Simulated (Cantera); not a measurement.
Feed: 1 mol Ta2O5, 0.49 mol CH4, 2.9 mol H2, held at 6.80 bar.

Method: chemical equilibrium by Gibbs-energy minimisation in Cantera with the NASA 1993 tables (ideal gas, pure condensed phases). Candidate condensed phases: C, C6H6, C7H8, C8H18, H2O, Ta, TaC, Ta2O5; 113 gas species. Mutual solubility and eutectic melting of coexisting phases are not modelled. TaC: taken at fixed stoichiometry. Condensed phases not in the tables: Ta2C. Rates play no part.

**Question.** At 2250 °C, list the 4 most abundant gas species with their mole fractions, and the condensed phases.

**Answer.** H2 0.902, CO 0.0801, H 0.0101, H2O 0.00788. Condensed: TaC(s) + Ta2O5(l).
